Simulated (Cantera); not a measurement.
A Cantera script and its output.

```python
import numpy as np
import cantera as ct

gas = ct.Solution("gri30.yaml")
gas.TPX = 500, 410000, {'CO': 1, 'H2': 0.036, 'O2': 0.518, 'N2': 2.33, 'H2O': 0.8}
flame = ct.FreeFlame(gas, width=0.015)
flame.set_refine_criteria(ratio=3, slope=0.08, curve=0.16)
flame.transport_model = "mixture-averaged"
flame.solve(loglevel=0, auto=True)
z, T = flame.grid, flame.T
thick = (T[-1] - T[0]) / np.gradient(T, z).max()
show = ['CO', 'H2', 'O2', 'CO2', 'N2O', 'HO2']
print(f"laminar burning velocity  {flame.velocity[0] * 100:.3f} cm/s")
print(f"burnt temperature         {T[-1]:.1f} K")
print(f"thermal thickness         {thick * 1e3:.4f} mm")
print(f"grid points               {len(z)}")
z0 = z[flame.heat_release_rate.argmax()]
print(f"{'z/mm':>9s}{'T/K':>9s}{'u/(m/s)':>9s}" + "".join(f"{s:>11s}" for s in show))
rows = []
for k in (-3, -2, -1.5, -1, -0.5, -0.25, 0, 0.25, 0.5, 1, 2, 4, 8):
    zz = z0 + k * thick
    rows.append([k * thick, np.interp(zz, z, T), np.interp(zz, z, flame.velocity),
                 *(np.interp(zz, z, flame.X[gas.species_index(s)]) for s in show)])
    print(f"{rows[-1][0] * 1e3:9.3f}{rows[-1][1]:9.1f}{rows[-1][2]:9.3f}" + "".join(f"{x:11.3e}" for x in rows[-1][3:]))
```

Result:

```
laminar burning velocity  49.282 cm/s
burnt temperature         2140.5 K
thermal thickness         0.1751 mm
grid points               109
     z/mm      T/K  u/(m/s)         CO         H2         O2        CO2        N2O        HO2
   -0.525    500.2    0.493  2.135e-01  7.579e-03  1.106e-01  1.421e-06  3.958e-12  5.470e-08
   -0.350    500.9    0.494  2.135e-01  7.414e-03  1.106e-01  1.066e-05  2.987e-11  3.357e-07
   -0.263    504.6    0.497  2.133e-01  7.176e-03  1.105e-01  7.941e-05  2.246e-10  1.858e-06
   -0.175    527.7    0.520  2.120e-01  6.691e-03  1.098e-01  7.193e-04  2.056e-09  1.279e-05
   -0.088    747.2    0.732  1.953e-01  5.711e-03  1.006e-01  1.347e-02  3.926e-08  2.005e-04
   -0.044   1093.2    1.054  1.613e-01  5.070e-03  8.210e-02  4.766e-02  1.434e-07  3.470e-04
    0.000   1466.9    1.376  1.087e-01  4.728e-03  5.498e-02  1.076e-01  3.417e-07  1.349e-04
    0.044   1697.2    1.554  6.612e-02  5.343e-03  3.481e-02  1.590e-01  4.473e-07  5.435e-05
    0.088   1821.0    1.645  4.430e-02  5.679e-03  2.474e-02  1.858e-01  4.459e-07  2.873e-05
    0.175   1937.3    1.733  2.898e-02  5.040e-03  1.682e-02  2.047e-01  4.150e-07  1.309e-05
    0.350   2021.7    1.798  2.058e-02  3.673e-03  1.167e-02  2.149e-01  3.702e-07  5.525e-06
    0.700   2076.6    1.839  1.483e-02  2.573e-03  8.212e-03  2.218e-01  2.890e-07  2.371e-06
    1.400   2110.2    1.864  1.097e-02  1.873e-03  6.002e-03  2.263e-01  2.038e-07  1.158e-06
```

Detailed kinetics in Cantera: GRI-Mech 3.0 (53 species, 325 reactions). The hydrogen kinetics of GRI-Mech 3.0 are dated; newer H2 mechanisms differ, most at raised pressure. Burning velocities carry a grid error of a few per cent, more on coarse grids.
